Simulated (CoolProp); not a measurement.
A single-stage vapour-compression cycle with carbonyl sulfide: evaporating at 247.15 K (dew point), condensing at 285.15 K (bubble point), superheat 10 K, subcooling 8 K, compressor efficiency 0.8, no pressure losses. Each further row changes one setting.

Computed with CoolProp (reference Helmholtz-energy equation of state, Lemmon 2006). It is a short technical equation, of lower accuracy than the large ones.

```csv
case,cooling COP,pressure ratio,discharge temperature (K),refrigerating effect (kJ/kg),volumetric capacity (kJ/m³)
as stated,4.57,3.33,345.8,261,2120
evaporating temperature 252.15 K,5.47,2.78,337.6,___,2540
condensing temperature 280.15 K,5.37,2.90,___,268,2180
subcooling 13 K,___,3.33,345.8,268,2180
superheat 20 K,___,3.33,___,268,___
compressor efficiency 0.7,4.00,3.33,356.1,261,2120
```

Question: What belongs in the gaps?

Answer: 
- evaporating temperature 252.15 K, refrigerating effect (kJ/kg): 264
- condensing temperature 280.15 K, discharge temperature (K): 334.8
- subcooling 13 K, cooling COP: 4.69
- superheat 20 K, cooling COP: 4.50
- superheat 20 K, discharge temperature (K): 357.9
- superheat 20 K, volumetric capacity (kJ/m³): 2090
